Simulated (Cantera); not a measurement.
A closed system holds: 1 mol HgO, 0.069 mol O2, 15 mol H2, held at 1623 K and 86.0 Pa.

Method: chemical equilibrium by Gibbs-energy minimisation in Cantera with the NASA 1993 tables (ideal gas, pure condensed phases). Candidate condensed phases: H2O, Hg, HgO; 10 gas species. Kinetics and transport are ignored.

Problem. What is the equilibrium state?

Solution. 
| Quantity | Result |
|---|---|
| x(H2) | 0.864 |
| x(H2O) | 0.0710 |
| x(Hg) | 0.0624 |
| x(H) | 0.00219 |
| x(OH) | 7.54e-6 |
| gas amount | 16.02 mol |
| log10 activity of Hg(l) (absent) | -7.15 |
